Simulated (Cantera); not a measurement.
Source: NASA polynomial tables (part measured, part estimated), evaluated in Cantera. Values are per mole of reaction as written; species without (g) are pure solids or liquids, kept so even where they would boil at 1 bar.

Between 300 and 598 K, where is each reaction favourable under standard conditions?
- MgI2 ⇌ Mg + I2


- MgI2 ⇌ Mg + I2: ΔG° is 361 kJ at 300 K and 345 kJ at 598 K; it stays positive (K < 1). ΔH° is 389 kJ and ΔS° 73 J/K at 598 K.
